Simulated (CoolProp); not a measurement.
A simple Rankine cycle with ethanol: condensing at 329.15 K, boiler at 2.96 MPa, turbine inlet 512.9 K, turbine efficiency 0.65, pump efficiency 0.8, no recuperator. Each further row changes one setting.

Computed with CoolProp (reference Helmholtz-energy equation of state, Schroeder 2014).

| case | thermal efficiency (%) | net work (kJ/kg) | heat in (kJ/kg) | turbine exit temperature (K) | volume ratio over the turbine |
|---|---|---|---|---|---|
| as stated | [?] | 186 | 1140 | [?] | 65.9 |
| turbine inlet 532.9 K | [?] | 200 | 1200 | 398.4 | 65.1 |
| condensing temperature 321.15 K | 17.2 | 200 | 1160 | 365.2 | 94.1 |
| boiler pressure 2.07 MPa | [?] | 182 | 1170 | 392.4 | 45.3 |
| turbine efficiency 0.55 | [?] | [?] | 1140 | [?] | 69.0 |

Task: Some entries are withheld; supply them.

Result: 
- as stated, thermal efficiency (%): 16.3
- as stated, turbine exit temperature (K): 373.9
- turbine inlet 532.9 K, thermal efficiency (%): 16.7
- boiler pressure 2.07 MPa, thermal efficiency (%): 15.5
- turbine efficiency 0.55, thermal efficiency (%): 13.7
- turbine efficiency 0.55, net work (kJ/kg): 157
- turbine efficiency 0.55, turbine exit temperature (K): 390.8
